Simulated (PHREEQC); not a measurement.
**Spent oxide etchant (model solution)**

A solution holds 0.054 mol HF, 0.0047 mol H2SiF6, 0.0014 mol HBF4 and 8.7e-05 mol HNO3 per kg of water, at 25 °C. It is in equilibrium with CO2 at log p = -3.4 (atm). Otherwise closed; pH follows from the charge balance.

The numbers come from PHREEQC with the ion-association model, phreeqc.dat.

The pH is 1.89. The ionic strength is 0.0191 mol/kgw and the total alkalinity comes out as -87.9 meq/kg.

```tsv
species	molality	activity	log γ
HF	0.0499	0.0501	0.002
H+	0.0144	0.0129	-0.050
SiF6-2	0.00470	0.00277	-0.230
F-	0.00299	0.00260	-0.061
BF4-	0.00139	0.00121	-0.059
HF2-	0.000572	0.000499	-0.059
NO3-	8.70e-5	7.54e-5	-0.062
CO2	1.35e-5	1.36e-5	0.002
BF3OH-	1.02e-5	8.90e-6	-0.059
BF2(OH)2-	2.78e-7	2.43e-7	-0.059
H3BO3	6.52e-8	6.55e-8	0.002
```

Precipitation was switched off in this run. Species that the database lacks are ignored. SiF6-2 is the database's only silicon fluoride. Real BF4- forms and hydrolyses slowly; the run takes it at equilibrium.
